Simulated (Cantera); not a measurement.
Feed: 1 mol (CH3)2SiCl2, 110 mol H2, 0.13 mol C3H8, at 0.240 bar.

Equilibrium computed with Cantera from the NASA thermochemical tables; the gas is ideal and each condensed phase is pure. Candidate condensed phases: C, C6H6, C7H8, C8H18, Si, SiC; 109 gas species. The feed counts by its element totals alone. Equilibrium is a limit: real reactors are often held back by kinetics, nucleation or transport.

### Question
At 1102 °C, list the 3 most abundant gas species with their mole fractions, and the condensed phases.

### Answer
H2 0.981, HCl 0.0175, CH4 0.00115. Condensed: C(graphite) + SiC(s).
